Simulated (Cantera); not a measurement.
Input: 1 mol BF₃, 0.35 mol O₂, held at 0.000270 bar.

Equilibrium computed with Cantera from the NASA thermochemical tables; the gas is ideal and each condensed phase is pure. Candidate condensed phases: B, B₂O₃; 21 gas species. The tables' values for BF₂ are old estimates; treat these amounts as uncertain. The numbers say what is thermodynamically allowed, not how fast it happens. All values below are at 1850 °C.

Base state: BF₃ 0.463, F 0.250, O₂ 0.126, BOF 0.125, O 0.0352, BF₂ 0.000448, BOF₂ 0.000202 (mole fractions); condensed: gas only.

Q: What changes in the equilibrium state with this change: pressure from 0.000270 bar to 0.00190 bar?

A: 
| species | before | after |
|---|---|---|
| BF₃ | 0.463 | 0.616 |
| O₂ | 0.126 | 0.199 |
| F | 0.250 | 0.112 |
| BOF | 0.125 | 0.0558 |
| O | 0.0352 | 0.0167 |
| BF₂ | 0.000448 | 0.000189 |
| BOF₂ | 0.000202 | 0.000285 |
